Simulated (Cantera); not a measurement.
Input: 1 mol Si, a varied amount of HCl, 0.2 mol N2, equilibrated at 37.0 Pa.

Cantera equilibrium calculation (NASA polynomials, part measured and part estimated; ideal gas, pure solids and liquids). Candidate condensed phases: NH4Cl, Si, Si3N4; 28 gas species. N2 is the only nitrogen source here; it is nearly inert below about 1500 K, so the nitride shown seldom forms there in practice. The tables' values for SiCl3 are old estimates. Equilibrium is a limit: real reactors are often held back by kinetics, nucleation or transport.

Q: What condenses at these points (T in °C, n(HCl) in mol): (550, 5.3); (1250, 11); (950, 11); (450, 8.9); (1250, 15)?

A: 
```json
[
 {"T (°C)": "550", "n(HCl) in mol": "5.3", "condensed phases": "Si3N4", "Si condensed (%)": "16.5"},
 {"T (°C)": "1250", "n(HCl) in mol": "11", "condensed phases": "gas only", "Si condensed (%)": "0.0"},
 {"T (°C)": "950", "n(HCl) in mol": "11", "condensed phases": "gas only", "Si condensed (%)": "0.0"},
 {"T (°C)": "450", "n(HCl) in mol": "8.9", "condensed phases": "gas only", "Si condensed (%)": "0.0"},
 {"T (°C)": "1250", "n(HCl) in mol": "15", "condensed phases": "gas only", "Si condensed (%)": "0.0"}
]
```
